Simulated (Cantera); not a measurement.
A closed system holds: 1 mol B2H6, 4.2 mol H2O, 5.8 mol NH3, held at 1.60 mbar.

Method: chemical equilibrium by Gibbs-energy minimisation in Cantera with the NASA 1993 tables (ideal gas, pure condensed phases). Candidate condensed phases: B, BN, B2O3, B3O3H3, H2O; 39 gas species. The feed counts by its element totals alone. Equilibrium is a limit: real reactors are often held back by kinetics, nucleation or transport. All values below are at 927 °C.

Base state: H2 0.780, N2 0.154, H2O 0.0611, HBO2 0.00514 (mole fractions); condensed: B2O3(l).

Q: What changes in the equilibrium state with this change: H2O from 4.2 to 0.2 mol?

A: 
```csv
species,before,after
H2,0.780,0.857
N2,0.154,0.142
H2O,0.0611,0.000466
HBO2,0.00514,0.000449
HBO,3.47e-6,4.37e-5
"B2O3(l), mol",0.951,0.0601
"BN(s), mol",0,1.87
```
Mutual solubility and eutectic melting of coexisting phases are not modelled.
